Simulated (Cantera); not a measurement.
# Abatement and gas-phase synthesis: H₂S + H₂

Feed: 1 mol H₂S, 0.89 mol H₂, equilibrated at 3500 K.

Cantera equilibrium calculation (NASA polynomials, part measured and part estimated; ideal gas, pure solids and liquids). Candidate condensed phases: S; 7 gas species. The ideal-gas law is rough above about 30 bar. Rates play no part.

From 10.0 Pa to 300 bar nothing is condensed.

```tsv
P (Pa)	x H	x H₂	x S	x H₂S	x SH	x S₂
10	0.791	0.000179	0.209	2.43e-10	1.48e-5	5.55e-6
52	0.790	0.000930	0.209	6.56e-9	7.70e-5	2.89e-5
280	0.785	0.00495	0.210	1.88e-7	0.000413	0.000156
1400	0.763	0.0234	0.211	4.47e-6	0.00202	0.000791
7600	0.673	0.0987	0.214	0.000104	0.00982	0.00442
40000	0.480	0.264	0.200	0.00137	0.0344	0.0203
210000	0.273	0.448	0.143	0.00871	0.0733	0.0543
1100000	0.134	0.569	0.0777	0.0315	0.103	0.0842
5700000	0.0614	0.616	0.0358	0.0815	0.112	0.0927
30000000	0.0266	0.607	0.0144	0.170	0.103	0.0790
```
x: gas mole fraction; nothing condenses.
